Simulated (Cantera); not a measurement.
Source: NASA polynomial tables (part measured, part estimated), evaluated in Cantera. Values are per mole of reaction as written; species without (g) are pure solids or liquids, kept so even where they would boil at 1 bar. TiO: taken at fixed stoichiometry.

H2(g) + 2 TiO2 ⇌ H2O2(g) + 2 TiO(g)

| T (K) | ΔH° (kJ) | ΔS° (J/K) | ΔG° (kJ) | log10 K | condensed phases |
|---|---|---|---|---|---|
| 2048 | (withheld) | (withheld) | (withheld) | (withheld) | TiO2(rutile) |
| 2248 | (withheld) | (withheld) | (withheld) | (withheld) | TiO2(l) |
| 2448 | (withheld) | (withheld) | (withheld) | (withheld) | TiO2(l) |
| 2648 | 1610.0 | 308.5 | 793.1 | -15.64 | TiO2(l) |
| 2848 | 1594.1 | 302.7 | 732.0 | -13.42 | TiO2(l) |

**Question.** Complete the blanks.

**Answer.** 
- 2048, ΔH° (kJ): 1789.5
- 2048, ΔS° (J/K): 390.7
- 2048, ΔG° (kJ): 989.3
- 2048, log10 K: -25.23
- 2248, ΔH° (kJ): 1642.5
- 2248, ΔS° (J/K): 321.8
- 2248, ΔG° (kJ): 919.1
- 2248, log10 K: -21.36
- 2448, ΔH° (kJ): 1626.2
- 2448, ΔS° (J/K): 314.9
- 2448, ΔG° (kJ): 855.4
- 2448, log10 K: -18.25
